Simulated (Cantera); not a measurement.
An isothermal, constant-pressure homogeneous reactor starts with 0.708 % CH4, 0.905 % O2, 98.4 % N2, at 1450 K and 500000 Pa.

Computed with Cantera and GRI-Mech 3.0 (53 species, 325 reactions).

Task: Predict: x(CH4) at 100 s; x(CO2) at 100 s; x(NO) at 100 s; x(CO) at 100 s.

Result: 
```
Property                                           Result
---------------  ----------------------------------------
x(CH4) at 100 s  8.82e-5 (gas-phase equilibrium 2.06e-11)
x(CO2) at 100 s   0.00270 (gas-phase equilibrium 0.00265)
x(NO) at 100 s    3.70e-9 (gas-phase equilibrium 1.42e-9)
x(CO) at 100 s    0.00421 (gas-phase equilibrium 0.00439)
```
